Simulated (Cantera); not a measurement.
A perfectly stirred reactor is fed with H2 : O2 = 0.012 : 1 (molar parts), at 20.0 Torr; it is held at 1450 K, and followed from long to short residence time.

Model: GRI-Mech 3.0 (53 species, 325 reactions), integrated in Cantera. Radical loss at walls, strong at low pressure, is not modelled.

What does this change do: pressure from 20.0 Torr to 12.0 Torr?


```
quantity                  before     after
----------------------  --------  --------
x(H2) at τ = 1.10 s      1.89e-5   2.73e-5
x(O2) at τ = 1.10 s        0.986     0.984
x(OH) at τ = 1.10 s     0.000771   0.00101
x(H2O) at τ = 1.10 s      0.0115    0.0113
x(H2O2) at τ = 1.10 s    9.04e-9   7.24e-9
x(H2) at τ = 42.0 ms    0.000115  0.000155
x(O2) at τ = 42.0 ms       0.980     0.978
x(OH) at τ = 42.0 ms     0.00157   0.00173
x(H2O) at τ = 42.0 ms     0.0109    0.0107
x(H2O2) at τ = 42.0 ms   1.77e-8   1.17e-8
```
